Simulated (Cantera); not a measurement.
A closed system holds: 1 mol Si3N4, 6.1 mol O2, a varied amount of H2, equilibrated at 1873 K and 2.78 Torr.

Cantera equilibrium calculation (NASA polynomials, part measured and part estimated; ideal gas, pure solids and liquids). Candidate condensed phases: H2O, Si, SiO2, Si2N2O, Si3N4; 35 gas species. The tables hold silica as quartz up to 1696 K and as liquid above; real silica turns to tridymite and cristobalite and melts near 1996 K. Kinetics and transport are ignored.

Question: What share of the Si ends up in condensed phases as a function of n(H2) (mol), at 7.1, 8.8, 11, 13, 17, 21, 26, 32, 39?

Answer: 
| n(H2) (mol) | Si condensed (%) | as |
|---|---|---|
| 7.1 | 99.9 | SiO2(condensed) |
| 8.8 | 99.6 | SiO2(condensed) |
| 11 | 99.2 | SiO2(condensed) |
| 13 | 98.7 | SiO2(condensed) |
| 17 | 97.5 | SiO2(condensed) |
| 21 | 95.8 | SiO2(condensed) |
| 26 | 93.3 | SiO2(condensed) |
| 32 | 89.6 | SiO2(condensed) |
| 39 | 84.4 | SiO2(condensed) |
